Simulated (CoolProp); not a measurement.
Ethanol at several states: density (kg/m³) from the reference equation and from simpler models built on Tc = 514.7 K, pc = 6.268 MPa, ω = 0.644; each cubic takes its own stable root.

The numbers come from the reference Helmholtz-energy equation of state, Schroeder 2014 in CoolProp.

| T (K) | p (MPa) | phase | reference |
|---|---|---|---|
| 557.5 | 1.18 | gas | 12.21 |
| 291.3 | 0.0109 | liquid | 790.9 |
| 237 | 30.9 | liquid | 855.2 |
| 297.6 | 12.9 | liquid | 796.5 |
| 360.1 | 17.5 | liquid | 748.5 |
| 334.2 | 0.746 | liquid | 753.8 |

How far does each simpler model (van der Waals, Redlich-Kwong, Soave-Redlich-Kwong) lie from the reference over these 6 states: mean and median of the absolute difference, and the worst?


- van der Waals: mean 55.6 %, median 44.9 %, worst -100.0 % at 291.3 K and 0.0109 MPa
- Redlich-Kwong: mean 30.8 %, median 20.8 %, worst -100.0 % at 291.3 K and 0.0109 MPa
- Soave-Redlich-Kwong: mean 13.1 %, median 15.2 %, worst -16.6 % at 237 K and 30.9 MPa

At some of these states van der Waals, Redlich-Kwong gives the other phase, because its saturation line lies elsewhere.
